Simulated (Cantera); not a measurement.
Cantera run, input and output.

```python
import numpy as np
import cantera as ct

gas = ct.Solution("h2o2.yaml")


def delay(T, t_max=10):
    gas.TPX = T, 500000, {'H2': 1, 'O2': 1.09, 'N2': 4.09}
    reactor = ct.IdealGasConstPressureReactor(gas, clone=False)
    net = ct.ReactorNet([reactor])
    net.rtol, net.atol = 1e-8, 1e-16
    while net.time < t_max:
        t_old, T_old = net.time, reactor.T
        net.step()
        if reactor.T > T + 400:  # ignition: a rise of 400 K
            return t_old + (T + 400 - T_old) / (reactor.T - T_old) * (net.time - t_old)
    return np.nan


taus = []
for T in [950, 1025, 1100, 1175, 1250, 1325, 1400, 1475]:
    taus.append(delay(T))
    print(f"T0 = {T:6g} K   tau = {taus[-1]:.4e} s")
```

Result:

```
T0 =    950 K   tau = 6.1604e-02 s
T0 =   1025 K   tau = 7.6284e-03 s
T0 =   1100 K   tau = 6.0731e-04 s
T0 =   1175 K   tau = 2.3934e-05 s
T0 =   1250 K   tau = 1.0385e-05 s
T0 =   1325 K   tau = 6.4782e-06 s
T0 =   1400 K   tau = 4.6429e-06 s
T0 =   1475 K   tau = 3.6141e-06 s
```

Computed with Cantera and the H2/O2 subset of GRI-Mech 3.0, which has no nitrogen chemistry. The hydrogen kinetics of GRI-Mech 3.0 are dated; newer H2 mechanisms differ, most at raised pressure.
